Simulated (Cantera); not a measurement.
**Thermodynamics of silicon etching in halogen gases, feed Si + HBr + H₂**

Charge: 1 mol Si, 4.9 mol HBr, 0.19 mol H₂, at 3.10e-5 bar.

Cantera equilibrium calculation (NASA polynomials, part measured and part estimated; ideal gas, pure solids and liquids). Candidate condensed phases: Br₂, Si; 19 gas species. The tables' values for SiBr₃ are old estimates; treat these amounts as uncertain. Rates play no part.

From 252 °C to 902 °C nothing is condensed. The main Si-bearing gas is SiBr₄ at 252 °C and SiBr₂ at 902 °C.

```csv
T (°C),x H₂,x HBr,x SiBr₄,x SiBr₂,x Br,x SiBr₃,x SiHBr₃,x H
252,0.535,0.220,0.244,<1e-12,1.57e-11,9.72e-11,1.04e-6,<1e-12
302,0.535,0.220,0.244,3.04e-12,3.11e-10,3.18e-9,4.41e-6,<1e-12
352,0.535,0.220,0.244,3.60e-10,3.83e-9,5.92e-8,1.47e-5,<1e-12
402,0.535,0.220,0.244,2.07e-8,3.27e-8,7.10e-7,4.09e-5,<1e-12
452,0.535,0.220,0.244,6.74e-7,2.08e-7,6.00e-6,9.82e-5,1.23e-11
502,0.535,0.220,0.244,1.39e-5,1.05e-6,3.83e-5,0.000209,1.30e-10
552,0.535,0.221,0.244,0.000195,4.36e-6,0.000194,0.000404,1.04e-9
602,0.531,0.225,0.241,0.00192,1.57e-5,0.000790,0.000699,6.57e-9
652,0.514,0.244,0.226,0.0119,5.35e-5,0.00242,0.000985,3.35e-8
702,0.470,0.296,0.189,0.0397,0.000187,0.00500,0.000986,1.41e-7
752,0.404,0.372,0.134,0.0818,0.000633,0.00732,0.000726,4.97e-7
802,0.337,0.449,0.0785,0.125,0.00192,0.00827,0.000430,1.53e-6
852,0.286,0.505,0.0372,0.159,0.00499,0.00753,0.000218,4.27e-6
902,0.259,0.531,0.0145,0.178,0.0110,0.00575,9.99e-5,1.12e-5
```
x: gas mole fraction; nothing condenses.
